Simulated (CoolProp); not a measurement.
Isopentane along the isotherm 392.7 K: Z from the reference equation and from simpler models built on Tc = 460.3 K, pc = 3.378 MPa, ω = 0.227; each cubic takes its own stable root.

Values from CoolProp's reference Helmholtz-energy equation of state, Lemmon 2006. It is a short technical equation, of lower accuracy than the large ones.

| p (MPa) | phase | reference |
|---|---|---|
| 0.107 | gas | 0.9814 |
| 0.203 | gas | 0.9643 |
| 0.384 | gas | 0.9303 |
| 0.728 | gas | 0.8583 |
| 1.38 | liquid | 0.06087 |
| 2.62 | liquid | 0.1142 |
| 4.96 | liquid | 0.2121 |
| 9.4 | liquid | 0.3908 |
| 17.8 | liquid | 0.7123 |
| 33.8 | liquid | 1.288 |

### Question
How far does each simpler model (Soave-Redlich-Kwong, Peng-Robinson) lie from the reference over these 10 states: mean and median of the absolute difference, and the worst?

### Answer
- Soave-Redlich-Kwong: mean 5.2 %, median 4.7 %, worst +12.6 % at 392.7 K and 1.38 MPa
- Peng-Robinson: mean 2.3 %, median 1.2 %, worst -7.0 % at 392.7 K and 33.8 MPa
